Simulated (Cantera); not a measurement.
A closed system holds: 1 mol BF3, 3.1 mol NH3, 11 mol H2, 1.1 mol N2, held at 1498.15 K and 0.100 bar.

Method: chemical equilibrium by Gibbs-energy minimisation in Cantera with the NASA 1993 tables (ideal gas, pure condensed phases). Candidate condensed phases: B, BN; 31 gas species. The tables' values for BF2 are old estimates; treat these amounts as uncertain. The numbers say what is thermodynamically allowed, not how fast it happens.

Base state: H2 0.799, N2 0.134, BF3 0.0432, HF 0.0229, BHF2 0.00114, BF2 0.000275, H 4.87e-5 (mole fractions); condensed: BN(s).

Task: What changes in the equilibrium state with this change: temperature from 1498.15 K to 1748 K?

Result: 
| species | before | after |
|---|---|---|
| H2 | 0.799 | 0.793 |
| N2 | 0.134 | 0.134 |
| BF3 | 0.0432 | 0.0373 |
| HF | 0.0229 | 0.0278 |
| BF | 4.83e-6 | 0.000583 |
| BF2 | 0.000275 | 0.00418 |
| H | 4.87e-5 | 0.000643 |
| BHF2 | 0.00114 | 0.00324 |
| BN(s), mol | 0.138 | 0.124 |

Task: What changes in the equilibrium state with this change: pressure from 0.100 bar to 38.0 Pa?

Result: 
```json
[
 {"species": "H2", "before": "0.799", "after": "0.796"},
 {"species": "N2", "before": "0.134", "after": "0.134"},
 {"species": "BF3", "before": "0.0432", "after": "0.0402"},
 {"species": "BF2", "before": "0.000275", "after": "0.00424"},
 {"species": "HF", "before": "0.0229", "after": "0.0223"},
 {"species": "BF", "before": "4.83e-6", "after": "0.00124"},
 {"species": "H", "before": "4.87e-5", "after": "0.000788"},
 {"species": "BN(s), mol", "before": "0.138", "after": "0.0937"}
]
```
